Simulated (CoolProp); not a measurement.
Vapour-liquid equilibrium of n-hexane (1) + dimethyl carbonate (2) at 1.12 bar; x and y are mole fractions of (1).

The numbers come from the multi-fluid Helmholtz-energy mixture model, Thol 2019 and Zhou 2011; pair parameters Bell 2016 in CoolProp.

Q: Give the bubble temperature and the first vapour's composition at x = 0.05, 0.65, 0.8. Is there an azeotrope?

A: x = 0.05: 358.1 K, y = 0.263; x = 0.65: 342.3 K, y = 0.703; x = 0.8: 342.2 K, y = 0.774. y crosses x between x = 0.65 and 0.8: the model has an azeotrope there.

The pair parameters rest on a limited set of measurements; away from them the model extrapolates.
